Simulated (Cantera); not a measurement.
# Nitride etching: Si3N4 + H2O + N2

Charge: 1 mol Si3N4, 1.8 mol H2O, 0.35 mol N2, at 1025 °C and 1330 Pa.

These are equilibrium values from Cantera (NASA tables, ideal gas, pure condensed phases), not measurements of a reactor. Candidate condensed phases: H2O, Si, SiO2, Si2N2O, Si3N4; 35 gas species. Mutual solubility and eutectic melting of coexisting phases are not modelled. The tables hold silica as quartz up to 1696 K and as liquid above; real silica turns to tridymite and cristobalite and melts near 1996 K. Rates play no part.

```yaml
x(H2): 0.654
x(N2): 0.345
x(H2O): 5.09e-5
x(H): 7.51e-6
x(SiO): 1.88e-6
n(SiO2(β-quartz)): 0.200 mol
n(Si2N2O(s)): 1.40 mol
gas_amount: 2.750 mol
log10 activity of Si(s) (absent): -4.92
```
